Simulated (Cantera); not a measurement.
# NO annealing gas

A perfectly stirred reactor is fed with NO : N2 = 1 : 2.9 (molar parts), at 608 Torr; it is held at 1850 K, and followed from long to short residence time.

Detailed kinetics in Cantera: GRI-Mech 3.0 (53 species, 325 reactions).

| τ (s) | x NO | x N2O | x O2 | x N2 | x NO2 | x O |
|---|---|---|---|---|---|---|
| 3.2 | 0.174 | 1.28e-5 | 0.0411 | 0.785 | 0.000160 | 4.52e-5 |
| 0.82 | 0.226 | 2.19e-5 | 0.0149 | 0.759 | 0.000133 | 2.93e-5 |
| 0.21 | 0.248 | 2.63e-5 | 0.00420 | 0.748 | 9.28e-5 | 1.91e-5 |
| 0.055 | 0.254 | 2.72e-5 | 0.00108 | 0.745 | 7.18e-5 | 1.47e-5 |
| 0.014 | 0.256 | 2.57e-5 | 0.000240 | 0.744 | 6.03e-5 | 1.25e-5 |
| 0.0036 | 0.256 | 2.02e-5 | 3.66e-5 | 0.744 | 4.36e-5 | 9.37e-6 |
| 0.00094 | 0.256 | 1.10e-5 | 2.14e-6 | 0.744 | 1.73e-5 | 4.35e-6 |
x: mole fraction; the columns are a selection and need not sum to one.
